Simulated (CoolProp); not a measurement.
Vapour-liquid equilibrium of n-pentane (1) + toluene (2) at 0.159 MPa; x and y are mole fractions of (1).

Computed with CoolProp (multi-fluid Helmholtz-energy mixture model, Thol 2019 and Lemmon 2006; pair parameters Bell 2016).

| x | bubble temperature, mixture model (°C) | bubble temperature, Raoult's law (°C) | y, mixture model | y, Raoult's law |
|---|---|---|---|---|
| 0.05 | 114.4 | 117.3 | 0.313 | 0.270 |
| 0.2 | 89.7 | 95.6 | 0.711 | 0.674 |
| 0.35 | 76.2 | 81.2 | 0.843 | 0.835 |
| 0.5 | 67.6 | 70.8 | 0.905 | 0.912 |
| 0.65 | 61.3 | 62.9 | 0.943 | 0.954 |
| 0.8 | 56.1 | 56.7 | 0.970 | 0.980 |
| 0.95 | 51.4 | 51.5 | 0.993 | 0.996 |

The largest gap from Raoult's law is -5.9 K in bubble temperature, at x = 0.2. No azeotrope shows between x = 0.05 and 0.95.

Pair parameters are fitted to limited data, so mixtures are less certain than the pure fluids.
